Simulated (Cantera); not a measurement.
Cantera run, input and output.

```python
import numpy as np
import cantera as ct

gas = ct.Solution("gri30.yaml")


def delay(T, t_max=10):
    gas.TPX = T, 3600000, {'H2': 1, 'O2': 0.694, 'N2': 2.61}
    reactor = ct.IdealGasReactor(gas, clone=False)
    net = ct.ReactorNet([reactor])
    net.rtol, net.atol = 1e-8, 1e-16
    while net.time < t_max:
        t_old, T_old = net.time, reactor.T
        net.step()
        if reactor.T > T + 400:  # ignition: a rise of 400 K
            return t_old + (T + 400 - T_old) / (reactor.T - T_old) * (net.time - t_old)
    return np.nan


taus = []
for T in [1298, 1373, 1448, 1523, 1598]:
    taus.append(delay(T))
    print(f"T0 = {T:6g} K   tau = {taus[-1]:.4e} s")

# d ln(tau) / d ln(k), from doubling and halving each rate constant
T, sens = 1523, []
for i in range(gas.n_reactions):
    gas.set_multiplier(2.0, i)
    up = delay(T)
    gas.set_multiplier(0.5, i)
    down = delay(T)
    gas.set_multiplier(1.0, i)
    sens.append((np.log(up / down) / np.log(4.0), gas.reaction(i).equation))
sens.sort(key=lambda x: -abs(x[0]))
print(f"sensitivities at {T} K")
for s, eq in sens[:10]:
    print(f"{s:8.3f}  {eq}")
```

It prints:

```
T0 =   1298 K   tau = 2.3767e-05 s
T0 =   1373 K   tau = 6.5214e-06 s
T0 =   1448 K   tau = 1.5829e-06 s
T0 =   1523 K   tau = 6.3190e-07 s
T0 =   1598 K   tau = 3.8195e-07 s
sensitivities at 1523 K
  -1.467  H + O2 <=> O + OH
   0.660  H + O2 + N2 <=> HO2 + N2
   0.442  H + O2 + M <=> HO2 + M
  -0.203  H2 + O <=> H + OH
  -0.153  H2 + OH <=> H + H2O
   0.136  H + O2 + O2 <=> HO2 + O2
  -0.119  H + HO2 <=> 2 OH
  -0.041  H + H2O2 <=> H2 + HO2
  -0.036  H + HO2 <=> H2 + O2
  -0.016  2 OH (+M) <=> H2O2 (+M)
```

Model: GRI-Mech 3.0 (53 species, 325 reactions), integrated in Cantera. The hydrogen kinetics of GRI-Mech 3.0 are dated; newer H2 mechanisms differ, most at raised pressure. The pressure lies above the range GRI-Mech 3.0 was tuned for (to about 10 atm).
